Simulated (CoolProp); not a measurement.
Vapour-liquid equilibrium of R134a (1) + R141b (2) at 268.9 K; x and y are mole fractions of (1).

Values from CoolProp's multi-fluid Helmholtz-energy mixture model, Tillner-Roth 1994 and Lemmon 2006; pair parameters Bell 2016.

```
x      bubble pressure (MPa)  y at the bubble point  dew pressure at overall composition x (MPa)  liquid density (mol/L)
-----  ---------------------  ---------------------  -------------------------------------------  ----------------------
0.05                 0.04222                  0.475                                      0.02423                   11.10
0.125                0.06905                  0.699                                      0.02620                   11.23
0.2                  0.09327                  0.792                                      0.02852                   11.35
0.275                 0.1148                  0.842                                      0.03130                   11.47
0.35                  0.1337                  0.874                                      0.03466                   11.60
0.425                 0.1502                  0.896                                      0.03883                   11.72
0.5                   0.1648                  0.913                                      0.04414                   11.85
0.575                 0.1780                  0.927                                      0.05111                   11.98
0.65                  0.1902                  0.939                                      0.06066                   12.11
0.725                 0.2021                  0.950                                      0.07453                   12.25
0.8                   0.2140                  0.962                                      0.09632                   12.40
0.875                 0.2266                  0.974                                       0.1344                   12.55
0.95                  0.2403                  0.989                                       0.2020                   12.71
```

No azeotrope shows between x = 0.05 and 0.95.

Pair parameters are fitted to limited data, so mixtures are less certain than the pure fluids.
